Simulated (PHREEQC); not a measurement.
Make-up at 25 °C: 190 mmol/kgw CuCl2 and 32 mmol/kgw H2SO4. Closed to the air; pH follows from the charge balance.

Equilibrium calculation in PHREEQC: ion-association model, wateq4f.dat.

The ionic strength comes out as 0.525 mol/kgw. What activity coefficients do Cu+2, CuCl+, CuCl3-, H+, SO4-2 get?

Cu+2 0.25, CuCl+ 0.65, CuCl3- 0.65, H+ 0.76, SO4-2 0.20.

No solid was allowed to form.
